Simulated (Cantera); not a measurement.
An isothermal, constant-pressure homogeneous reactor starts with CH4 : H2O = 1 : 2.5 (molar parts), at 1500 K and 1.01 bar. Integrator tolerance rtol = 1e-08.

Model: GRI-Mech 3.0 (53 species, 325 reactions), integrated in Cantera.

Q: What does this change do: temperature 1500 to 1248 K?

A: 
```
quantity                                             before                                    after
-----------------  ----------------------------------------  ---------------------------------------
x(CH4) at 3.00 s     0.0544 (gas-phase equilibrium 5.22e-7)    0.282 (gas-phase equilibrium 2.08e-5)
x(H2O) at 3.00 s        0.476 (gas-phase equilibrium 0.247)      0.713 (gas-phase equilibrium 0.235)
x(HCO) at 3.00 s   7.70e-10 (gas-phase equilibrium 3.39e-9)  <1e-12 (gas-phase equilibrium 2.80e-10)
x(CO2) at 3.00 s      0.0193 (gas-phase equilibrium 0.0260)   2.27e-7 (gas-phase equilibrium 0.0374)
x(H2O2) at 3.00 s     <1e-12 (gas-phase equilibrium <1e-12)    <1e-12 (gas-phase equilibrium <1e-12)
x(C2H6) at 3.00 s    2.28e-5 (gas-phase equilibrium <1e-12)  0.000249 (gas-phase equilibrium <1e-12)
```

Q: What does this change do: CH4 1 to 1.5 parts?

A: 
| quantity | before | after |
|---|---|---|
| x(CH4) at 3.00 s | 0.0544 (gas-phase equilibrium 5.22e-7) | 0.0699 (gas-phase equilibrium 1.96e-6) |
| x(H2O) at 3.00 s | 0.476 (gas-phase equilibrium 0.247) | 0.390 (gas-phase equilibrium 0.128) |
| x(HCO) at 3.00 s | 7.70e-10 (gas-phase equilibrium 3.39e-9) | 8.62e-10 (gas-phase equilibrium 4.65e-9) |
| x(CO2) at 3.00 s | 0.0193 (gas-phase equilibrium 0.0260) | 0.0147 (gas-phase equilibrium 0.0150) |
| x(H2O2) at 3.00 s | <1e-12 (gas-phase equilibrium <1e-12) | <1e-12 (gas-phase equilibrium <1e-12) |
| x(C2H6) at 3.00 s | 2.28e-5 (gas-phase equilibrium <1e-12) | 3.50e-5 (gas-phase equilibrium <1e-12) |

Q: What does this change do: pressure from 1.01 bar to 4.50 bar?

A: 
```csv
quantity,before,after
x(CH4) at 3.00 s,0.0544 (gas-phase equilibrium 5.22e-7),0.0986 (gas-phase equilibrium 1.03e-5)
x(H2O) at 3.00 s,0.476 (gas-phase equilibrium 0.247),0.460 (gas-phase equilibrium 0.247)
x(HCO) at 3.00 s,7.70e-10 (gas-phase equilibrium 3.39e-9),1.93e-9 (gas-phase equilibrium 7.14e-9)
x(CO2) at 3.00 s,0.0193 (gas-phase equilibrium 0.0260),0.0278 (gas-phase equilibrium 0.0260)
x(H2O2) at 3.00 s,<1e-12 (gas-phase equilibrium <1e-12),<1e-12 (gas-phase equilibrium <1e-12)
x(C2H6) at 3.00 s,2.28e-5 (gas-phase equilibrium <1e-12),9.50e-5 (gas-phase equilibrium <1e-12)
```
